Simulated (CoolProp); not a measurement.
A single-stage vapour-compression cycle with n-perfluoropentane: evaporating at 260.15 K (dew point), condensing at 296.15 K (bubble point), superheat 8 K, subcooling 0 K, compressor efficiency 0.85, no pressure losses. Each further row changes one setting.

Computed with CoolProp (reference Helmholtz-energy equation of state, Gao 2022).

```json
[
 {"case": "as stated", "cooling COP": "4.87", "pressure ratio": "5.10", "discharge temperature (K)": "296.2", "refrigerating effect (kJ/kg)": "71.8", "volumetric capacity (kJ/m³)": "147"},
 {"case": "evaporating temperature 265.15 K", "cooling COP": "6.00", "pressure ratio": "3.94", "discharge temperature (K)": "296.2", "refrigerating effect (kJ/kg)": "75.5", "volumetric capacity (kJ/m³)": "197"},
 {"case": "condensing temperature 291.15 K", "cooling COP": "5.92", "pressure ratio": "4.19", "discharge temperature (K)": "291.2", "refrigerating effect (kJ/kg)": "77.0", "volumetric capacity (kJ/m³)": "158"},
 {"case": "subcooling 5 K", "cooling COP": "5.23", "pressure ratio": "5.10", "discharge temperature (K)": "296.2", "refrigerating effect (kJ/kg)": "77.0", "volumetric capacity (kJ/m³)": "158"},
 {"case": "superheat 18 K", "cooling COP": "5.13", "pressure ratio": "5.10", "discharge temperature (K)": "299.1", "refrigerating effect (kJ/kg)": "79.4", "volumetric capacity (kJ/m³)": "157"},
 {"case": "compressor efficiency 0.75", "cooling COP": "4.30", "pressure ratio": "5.10", "discharge temperature (K)": "296.2", "refrigerating effect (kJ/kg)": "71.8", "volumetric capacity (kJ/m³)": "147"}
]
```

The compression ends wet for: as stated; evaporating temperature 265.15 K; condensing temperature 291.15 K; subcooling 5 K; compressor efficiency 0.75.
